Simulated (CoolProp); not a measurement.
Vapour-liquid equilibrium of R22 (1) + dimethyl ether (2) at 185.5 K; x and y are mole fractions of (1).

The numbers come from the multi-fluid Helmholtz-energy mixture model, Kamei 1995 and Wu 2011; pair parameters Bell 2016 in CoolProp.

| x | bubble pressure, mixture model (bar) | bubble pressure, Raoult's law (bar) | y, mixture model | y, Raoult's law |
|---|---|---|---|---|
| 0.05 | 0.02106 | 0.02337 | 0.030 | 0.124 |
| 0.2 | 0.01987 | 0.02886 | 0.168 | 0.403 |
| 0.35 | 0.01987 | 0.03435 | 0.399 | 0.593 |
| 0.5 | 0.02280 | 0.03985 | [?] | 0.730 |
| 0.65 | 0.03036 | 0.04534 | [?] | 0.834 |
| 0.8 | [?] | 0.05083 | 0.974 | 0.915 |
| 0.95 | 0.05492 | 0.05632 | 0.998 | 0.981 |

Question: Fill in the missing entries.

Answer: 
- 0.5, y, mixture model: 0.682
- 0.65, y, mixture model: 0.887
- 0.8, bubble pressure, mixture model (bar): 0.04232

The largest gap from Raoult's law is -42.8 % in bubble pressure, at x = 0.5. y crosses x between x = 0.2 and 0.35: the model has an azeotrope there.

Pair parameters are fitted to limited data, so mixtures are less certain than the pure fluids.
